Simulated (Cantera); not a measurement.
## Low-pressure radical oxidation in H2/O2

An isothermal, constant-pressure homogeneous reactor starts with H2 : O2 = 0.37 : 1 (molar parts), equivalence ratio 0.18, at 1298 K and 0.0133 bar.

Detailed kinetics in Cantera: the H2/O2 subset of GRI-Mech 3.0, which has no nitrogen chemistry. Radical loss at walls, strong at low pressure, is not modelled. The temperature is held fixed by assumption; the heat of reaction is taken as removed at once.

```tsv
t (s)	x H2	x O2	x O	x OH	x H2O2	x H2O
0.000400	0.270	0.730	8.98e-5	6.10e-5	4.27e-9	0.000264
0.000848	0.0382	0.599	0.0712	0.0198	4.60e-7	0.173
0.00180	0.0157	0.585	0.0886	0.0158	3.27e-7	0.205
0.00381	0.0143	0.599	0.0770	0.0153	3.61e-7	0.220
0.00808	0.0113	0.624	0.0563	0.0139	4.18e-7	0.248
0.0171	0.00619	0.656	0.0286	0.0105	4.58e-7	0.282
0.0363	0.00189	0.678	0.00835	0.00585	3.61e-7	0.303
0.0770	0.000390	0.685	0.00171	0.00267	1.91e-7	0.310
0.163	8.39e-5	0.687	0.000369	0.00124	8.62e-8	0.311
0.346	2.22e-5	0.687	9.80e-5	0.000641	3.90e-8	0.312
0.734	7.04e-6	0.688	3.13e-5	0.000363	1.81e-8	0.312
1.56	2.55e-6	0.688	1.14e-5	0.000219	8.61e-9	0.312
3.30	1.03e-6	0.688	4.63e-6	0.000139	4.26e-9	0.312
7.00	4.84e-7	0.688	2.17e-6	9.55e-5	2.38e-9	0.312
```
x: mole fraction; the columns are a selection and need not sum to one.

Equilibrium at this temperature and pressure: H2 2.75e-7, O2 0.688, O 1.23e-6, OH 7.20e-5, H2O2 1.61e-9, H2O 0.312 (gas phase only).
